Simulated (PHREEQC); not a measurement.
# Polishing slurry liquid with acid rinse or clean: an equilibrium model

Solution A (2.8 mmol/kgw H2SO4 and 110 mmol/kgw KH2PO4) is mixed with solution B (0.016 mol/kgw HNO3 and 0.019 mol/kgw KCl) at 15 °C; shares are by mass of water, 1 kg in all. Oxygen alone is held at its pressure in air (log pO2 = -0.68). The system is closed to CO2. Only these solids could form: Sylvite.

The numbers come from PHREEQC with the ion-association model, phreeqc.dat.

Question: Predict pH, H2PO4- (mol/kgw), KSO4- (mol/kgw) at share of solution B = 0, 0.1, 0.6.

Answer: 
```csv
share of solution B,pH,H2PO4- (mol/kgw),KSO4- (mol/kgw)
0,3.32,0.105,0.000509
0.1,3.20,0.0931,0.000435
0.6,2.62,0.0351,0.000127
```
